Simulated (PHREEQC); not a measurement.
K2CO3 is added in steps, without added water, to 1 kg of water holding 0.0018 mol Cd(NO3)2, 0.24 mol NaNO3 and 0.00063 mol H3BO3, at 90 °C. Oxygen alone is held at its pressure in air (log pO2 = -0.68). No CO2 enters from the air. Solids allowed: Cd(OH)2, Otavite, Nahcolite, Natron. Others were left out.

Base run: PHREEQC, ion-association model, wateq4f.dat. Each further column changes one thing. The table gives H3BO3 (mol/kgw).

| K2CO3 added (mol) | base | 0.026 mol/kgw K2SO4 added | NaNO3 from 0.24 to 0.216 mol/kgw | H3BO3 from 0.00063 to 0.00315 mol/kgw | no solid may form |
|---|---|---|---|---|---|
| 0 | 0.000629 | 0.000628 | 0.000629 | 0.00315 | 0.000629 |
| 0.03062 | 6.24e-5 | 5.98e-5 | 6.03e-5 | 0.000478 | 7.83e-5 |
| 0.09187 | 2.91e-5 | 2.81e-5 | … | 0.000187 | 3.21e-5 |
| 0.1225 | 2.28e-5 | 2.21e-5 | 2.14e-5 | 0.000140 | … |
| 0.1837 | 1.51e-5 | 1.47e-5 | 1.40e-5 | 8.76e-5 | 1.55e-5 |
| 0.2144 | 1.25e-5 | 1.23e-5 | 1.16e-5 | … | 1.28e-5 |
| 0.2756 | 9.06e-6 | 8.92e-6 | 8.39e-6 | 5.00e-5 | 9.17e-6 |
| 0.3063 | 7.88e-6 | 7.76e-6 | 7.34e-6 | 4.30e-5 | 7.95e-6 |
| 0.3675 | 6.20e-6 | 6.13e-6 | 5.85e-6 | 3.34e-5 | 6.25e-6 |
| 0.3981 | 5.60e-6 | 5.53e-6 | 5.31e-6 | 3.00e-5 | 5.63e-6 |
| 0.4594 | 4.68e-6 | 4.63e-6 | 4.47e-6 | 2.48e-5 | 4.70e-6 |
| 0.49 | 4.32e-6 | 4.27e-6 | 4.14e-6 | 2.29e-5 | 4.34e-6 |

Task: Fill in the missing entries.

Result: 
- 0.09187, NaNO3 from 0.24 to 0.216 mol/kgw: 2.76e-5
- 0.1225, no solid may form: 2.43e-5
- 0.2144, H3BO3 from 0.00063 to 0.00315 mol/kgw: 7.14e-5

The ionic strength passes 0.7 mol/kgw, the rough limit of the ion-association models, in part of: base; 0.026 mol/kgw K2SO4 added; NaNO3 from 0.24 to 0.216 mol/kgw; H3BO3 from 0.00063 to 0.00315 mol/kgw; no solid may form. At this temperature some constants are extrapolated from 25 °C, and those without enthalpy data are left unchanged. The database's cadmium carbonate complexes are estimates of doubtful size. In at least one series the solution becomes supersaturated in solids that the run did not let form, among them Cd(OH)2, Otavite. Solids allowed in the column '0.026 mol/kgw K2SO4 added': Cd(OH)2, Otavite, Mirabilite, Nahcolite, Natron.
